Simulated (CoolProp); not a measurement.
Vapour-liquid equilibrium of n-hexane (1) + p-xylene (2) at 86.55 °C; x and y are mole fractions of (1).

Values from CoolProp's multi-fluid Helmholtz-energy mixture model, Thol 2019 and Zhou 2012; pair parameters Bell 2016.

### Question
Give the bubble pressure and the first vapour's composition at x = 0.275, 0.725, 0.875. Is there an azeotrope?

### Answer
x = 0.275: 68.77 kPa, y = 0.777; x = 0.725: 132.6 kPa, y = 0.947; x = 0.875: 153.4 kPa, y = 0.977. No azeotrope shows between x = 0.05 and 0.95.

Pair parameters are fitted to limited data, so mixtures are less certain than the pure fluids.
